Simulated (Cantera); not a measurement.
Feed: 1 mol H2S, 0.15 mol H2, at 1100000 Pa.

These are equilibrium values from Cantera (NASA tables, ideal gas, pure condensed phases), not measurements of a reactor. Candidate condensed phases: S; 7 gas species. Rates play no part.

Problem. At 1925 °C, list the 4 most abundant gas species with their mole fractions, and the condensed phases.

Solution. H2 0.505, H2S 0.266, S2 0.193, SH 0.0333. Condensed: gas only.
